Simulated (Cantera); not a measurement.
**Equilibrium for hydrogen reduction and annealing atmospheres: Fe₂O₃ + H₂ + N₂**

Charge: 1 mol Fe₂O₃, 0.96 mol H₂, 1.9 mol N₂, equilibrated at 1.33 mbar.

Equilibrium computed with Cantera from the NASA thermochemical tables; the gas is ideal and each condensed phase is pure. Candidate condensed phases: Fe, FeO, Fe(OH)₂, Fe(OH)₃, Fe₂O₃, Fe₃O₄, H₂O; 27 gas species. The tables' stoichiometric FeO is somewhat more stable than real wüstite, so its field is too wide. FeO: taken at fixed stoichiometry. Kinetics and transport are ignored.

| T (°C) | x N₂ | x H₂O | x Fe | x O₂ | x H₂ | x OH | x H | x FeO | n FeO(l) |
|---|---|---|---|---|---|---|---|---|---|
| 1502 | 0.657 | 0.326 | 9.06e-5 | 0.00812 | 0.00422 | 0.00248 | 0.000515 | 7.59e-5 | 2.00 |
| 1552 | 0.656 | 0.323 | 0.000280 | 0.00897 | 0.00633 | 0.00342 | 0.000960 | 0.000180 | 2.00 |
| 1602 | 0.653 | 0.318 | 0.000799 | 0.0102 | 0.00908 | 0.00467 | 0.00171 | 0.000405 | 2.00 |
| 1652 | 0.649 | 0.311 | 0.00211 | 0.0120 | 0.0124 | 0.00632 | 0.00292 | 0.000873 | 1.99 |
| 1702 | 0.643 | 0.302 | 0.00517 | 0.0148 | 0.0162 | 0.00847 | 0.00477 | 0.00181 | 1.98 |
| 1752 | 0.631 | 0.290 | 0.0118 | 0.0190 | 0.0201 | 0.0113 | 0.00746 | 0.00360 | 1.95 |
| 1802 | 0.612 | 0.273 | 0.0249 | 0.0256 | 0.0233 | 0.0149 | 0.0111 | 0.00691 | 1.90 |
| 1852 | 0.579 | 0.250 | 0.0491 | 0.0362 | 0.0253 | 0.0194 | 0.0158 | 0.0129 | 1.80 |
x: gas mole fraction; n: condensed amount in mol.

From 1502 °C to 1852 °C the condensed part is FeO(l). The main Fe-bearing gas is Fe throughout. The share of Fe in condensed phases is highest at 1502 °C (100.0 %) and lowest at 1852 °C (89.8 %).
